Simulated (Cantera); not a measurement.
**Ignition delay**

Mixture: 21.9 % H2, 16.4 % O2, 61.7 % N2, equivalence ratio 0.67, at 1.00 bar, adiabatic and at constant pressure. Ignition delay is the time to a rise of 400 K.

Model: the H2/O2 subset of GRI-Mech 3.0, which has no nitrogen chemistry, integrated in Cantera. Where the delays flatten at high temperature, the 400 K rule measures the pace of heat release, not the induction time.

| T0 (K) | delay (ms) |
|---|---|
| 1275 | 0.0352 |
| 1375 | 0.0260 |
| 1475 | 0.0216 |
| 1575 | 0.0199 |
| 1675 | 0.0197 |
| 1775 | 0.0207 |
| 1875 | 0.0225 |
